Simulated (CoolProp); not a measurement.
Water along the isotherm 620.3 K: Z from the reference equation and from simpler models built on Tc = 647.1 K, pc = 22.06 MPa, ω = 0.344; each cubic takes its own stable root.

The numbers come from the reference Helmholtz-energy equation of state, Wagner 2002 in CoolProp.

```tsv
p (MPa)	phase	reference
0.316	gas	0.9944
0.649	gas	0.9884
1.33	gas	0.9759
2.74	gas	0.9487
5.62	gas	0.8876
11.5	gas	0.7275
23.7	liquid	0.1316
48.7	liquid	0.2443
100	liquid	0.4560
```

Q: How far does each simpler model (van der Waals, Redlich-Kwong, Soave-Redlich-Kwong, Peng-Robinson) lie from the reference over these 9 states: mean and median of the absolute difference, and the worst?

A: 
- van der Waals: mean 32.0 %, median 2.4 %, worst +100.2 % at 620.3 K and 23.7 MPa
- Redlich-Kwong: mean 17.1 %, median 0.8 %, worst +56.8 % at 620.3 K and 23.7 MPa
- Soave-Redlich-Kwong: mean 15.7 %, median 0.4 %, worst +50.3 % at 620.3 K and 23.7 MPa
- Peng-Robinson: mean 10.3 %, median 0.5 %, worst +34.0 % at 620.3 K and 23.7 MPa
